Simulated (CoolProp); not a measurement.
The fluid at 685.99 K and 0.547 MPa is throttled through a valve to 0.0579 MPa with no heat exchange. The same conditions are run with several fluids, on thermodynamics alone (safety and materials aside).

The numbers come from the reference Helmholtz-energy equation of state of each fluid (water: Wagner 2002; normal hydrogen: Leachman 2009; nitrogen: Span 2000; hydrogen sulfide: Lemmon 2006; carbon dioxide: Span 1996) in CoolProp.

```tsv
fluid	temperature change (K)	final density (kg/m³)
water	…	…
normal hydrogen	…	…
nitrogen	…	0.284
hydrogen sulfide	…	0.347
carbon dioxide	…	0.447
```

Task: What belongs in the gaps?

Result: 
- water, temperature change (K): -3.5
- water, final density (kg/m³): 0.184
- normal hydrogen, temperature change (K): +0.3
- normal hydrogen, final density (kg/m³): 0.0205
- nitrogen, temperature change (K): +0.1
- hydrogen sulfide, temperature change (K): -1.3
- carbon dioxide, temperature change (K): -0.7
